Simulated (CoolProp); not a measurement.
The fluid at 359.81 K and 0.348 MPa flows at 0.76 m/s in a round tube of 20 mm bore and 1.5 µm roughness, fully developed (64/Re and Nu = 3.66 if laminar; Colebrook and Gnielinski if turbulent). The same conditions are run with several fluids, on thermodynamics alone (safety and materials aside).

The numbers come from the reference Helmholtz-energy equation of state of each fluid (R410A: Lemmon 2003; ethane: Bücker 2006; R124: de Vries 1995; R236EA: Rui 2013; R134a: Tillner-Roth 1994) in CoolProp. Blends and air are pseudo-pure fits.

| fluid | Reynolds number | Darcy friction factor | pressure drop (Pa/m) | heat-transfer coefficient (W/(m² K)) | mass flow (kg/h) |
|---|---|---|---|---|---|
| R410A | 8380 | 0.0325 | 4.05 | 24.4 | 7.43 |
| ethane | 4830 | 0.0379 | 1.94 | 24.0 | 3.05 |
| R124 | 16200 | 0.0274 | 6.60 | 40.0 | 14.3 |
| R236EA | 21700 | 0.0255 | 6.94 | 51.0 | 16.2 |
| R134a | 13200 | 0.0289 | 5.13 | 34.9 | 10.6 |

Transport values come from each fluid's own correlations; those of R124, R236EA, R134a are estimates that may be off by 10 % or more.
